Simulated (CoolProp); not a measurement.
Properties of C2F6 (R116) along the isotherm 39.45 °C.

Values from CoolProp's reference Helmholtz-energy equation of state, Lemmon 2006. It is a short technical equation, of lower accuracy than the large ones.

```tsv
p (kPa)	phase	density (kg/m³)	fugacity coefficient
96.4	gas	5.163	0.9916
145	gas	7.799	0.9873
219	gas	11.86	0.9809
331	gas	18.11	0.9712
499	gas	27.75	0.9567
753	gas	42.95	0.9348
1140	gas	67.82	(withheld)
1710	gas	(withheld)	0.8536
2590	gas	190.2	0.7800
3900	supercritical	407.7	0.6703
5880	supercritical	(withheld)	0.5227
8880	supercritical	1033	0.4085
13400	supercritical	1143	0.3372
20200	supercritical	1238	(withheld)
30500	supercritical	1330	0.3066
```

Question: What belongs in the gaps?

Answer: 
- 1140, fugacity coefficient: 0.9018
- 1710, density (kg/m³): 109.2
- 5880, density (kg/m³): 866.4
- 20200, fugacity coefficient: 0.3026
